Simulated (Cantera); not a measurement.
V + H2O + H2 (tantalum, niobium, vanadium and zirconium in process gases)

Feed: 1 mol V, 2.2 mol H2O, 13 mol H2, at 1.05 Torr.

Cantera equilibrium calculation (NASA polynomials, part measured and part estimated; ideal gas, pure solids and liquids). Candidate condensed phases: H2O, V, VO, V2O3, V2O4, V2O5; 12 gas species. Mutual solubility and eutectic melting of coexisting phases are not modelled. VO: taken at fixed stoichiometry. Condensed phases not in the tables: the oxides between V2O3 and V2O5 other than VO2. Kinetics and transport are ignored.

| T (K) | x H2 | x H | x VO2 | x H2O | x VO | x O | x OH | n V2O3(s) | n VO(l) |
|---|---|---|---|---|---|---|---|---|---|
| 2023 | 0.897 | 0.0481 | 0.0153 | 0.0372 | 0.00172 | 8.07e-6 | 0.000207 | 0.365 | 0 |
| 2073 | 0.869 | 0.0655 | 0.0282 | 0.0327 | 0.00405 | 1.52e-5 | 0.000280 | 0.207 | 0.0607 |
| 2123 | 0.833 | 0.0875 | 0.0422 | 0.0291 | 0.00756 | 2.81e-5 | 0.000378 | 0 | 0.163 |
| 2173 | 0.803 | 0.116 | 0.0463 | 0.0233 | 0.0115 | 4.52e-5 | 0.000448 | 0 | 0 |
| 2223 | 0.769 | 0.150 | 0.0447 | 0.0234 | 0.0120 | 8.95e-5 | 0.000661 | 0 | 0 |
| 2273 | 0.728 | 0.192 | 0.0429 | 0.0233 | 0.0124 | 0.000172 | 0.000954 | 0 | 0 |
| 2323 | 0.681 | 0.240 | 0.0410 | 0.0230 | 0.0127 | 0.000323 | 0.00135 | 0 | 0 |
| 2373 | 0.627 | 0.296 | 0.0390 | 0.0222 | 0.0130 | 0.000589 | 0.00186 | 0 | 0 |
| 2423 | 0.568 | 0.357 | 0.0368 | 0.0210 | 0.0131 | 0.00105 | 0.00249 | 0 | 0 |
| 2473 | 0.504 | 0.423 | 0.0345 | 0.0193 | 0.0132 | 0.00180 | 0.00325 | 0 | 0 |
| 2523 | 0.438 | 0.492 | 0.0321 | 0.0171 | 0.0133 | 0.00300 | 0.00408 | 0 | 0 |
| 2573 | 0.372 | 0.560 | 0.0295 | 0.0145 | 0.0135 | 0.00479 | 0.00490 | 0 | 0 |
| 2623 | 0.308 | 0.625 | 0.0267 | 0.0116 | 0.0139 | 0.00729 | 0.00558 | 0 | 0 |
x: gas mole fraction; n: condensed amount in mol.

At 2023 K the condensed part is V2O3(s). At 2073 K the condensed part is VO(l) + V2O3(s). At 2123 K the condensed part is VO(l). From 2173 K to 2623 K nothing is condensed. The main V-bearing gas is VO2 throughout.
